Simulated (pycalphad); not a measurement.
Source of the numbers: pycalphad with the COST 507 light-alloy database (1999); pressure 1 atm. These are 1990s assessments: newer ones move some temperatures and phases. Diffusion is slow at the low end, where real alloys seldom reach equilibrium.

## Cu-63.3Si (at.%): equilibrium cooling sequence

```
T (K)            phases above                phases below
------  ---------------------  --------------------------
1445.3                 liquid       diamond (Si) + liquid
1073.6  diamond (Si) + liquid  CU19SI6_ETA + diamond (Si)
```

Changes were sought between steps of 75 K, so a narrower field can be missed.

Database names, with the compositions (at.%) that they take in these runs: CU19SI6_ETA: Cu 76 Si 24.
